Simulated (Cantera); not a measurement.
Input: 1 mol HF, 0.068 mol O₂, 4 mol H₂, equilibrated at 2375 K and 0.230 bar.

These are equilibrium values from Cantera (NASA tables, ideal gas, pure condensed phases), not measurements of a reactor. Candidate condensed phases: H₂O; 22 gas species. Kinetics and transport are ignored.

Q: What is the equilibrium state?

A: 
| Item | Result |
|---|---|
| x(H₂) | 0.750 |
| x(HF) | 0.197 |
| x(H₂O) | 0.0267 |
| x(H) | 0.0255 |
| x(OH) | 0.000161 |
| x(F) | 9.94e-6 |
| x(O) | 3.68e-6 |
| gas amount | 5.065 mol |
